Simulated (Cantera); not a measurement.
**Fluorocarbon and chlorocarbon gases: CHF3 + F2 + H2**

Input: 1 mol CHF3, 0.27 mol F2, 0.68 mol H2, at 7.50 Torr.

Cantera equilibrium calculation (NASA polynomials, part measured and part estimated; ideal gas, pure solids and liquids). Candidate condensed phases: C, C6H6, C7H8, C8H18; 95 gas species. Condensed phases not in the tables: fluorocarbon polymer. Gases not in the tables: C2F6 and larger saturated fluorocarbons. Kinetics and transport are ignored.

From 648 K to 2848 K the condensed part is C(graphite). The main C-bearing gas is CF4 at 648 K and CF at 2848 K. The share of C in condensed phases is highest at 2648 K (84.2 %) and lowest at 2248 K (63.7 %).

```tsv
T (K)	log p HF	log p F	log p CF4	log p CF2	log p CF	log p H	log p C3	n C(graphite)
648	-2.05	<-14	-2.95	<-14	<-14	<-14	<-14	0.705
848	-2.05	<-14	-2.95	-13.40	<-14	<-14	<-14	0.705
1048	-2.05	-11.19	-2.95	-10.07	<-14	-13.67	<-14	0.705
1248	-2.05	-8.67	-2.95	-7.82	-13.64	-11.55	<-14	0.705
1448	-2.05	-6.84	-2.95	-6.20	-10.83	-10.01	<-14	0.705
1648	-2.05	-5.45	-2.96	-4.98	-8.71	-8.84	<-14	0.704
1848	-2.05	-4.37	-2.98	-4.04	-7.06	-7.91	-12.32	0.695
2048	-2.07	-3.53	-3.13	-3.35	-5.77	-7.14	-10.06	0.661
2248	-2.11	-2.96	-3.71	-3.02	-4.82	-6.42	-8.20	0.637
2448	-2.15	-2.69	-5.02	-3.15	-4.24	-5.60	-6.66	0.744
2648	-2.16	-2.57	-6.60	-3.51	-3.87	-4.78	-5.36	0.842
2848	-2.19	-2.53	-8.21	-3.94	-3.61	-4.02	-4.25	0.802
```
log p: log10 of the partial pressure in bar; n: condensed amount in mol.
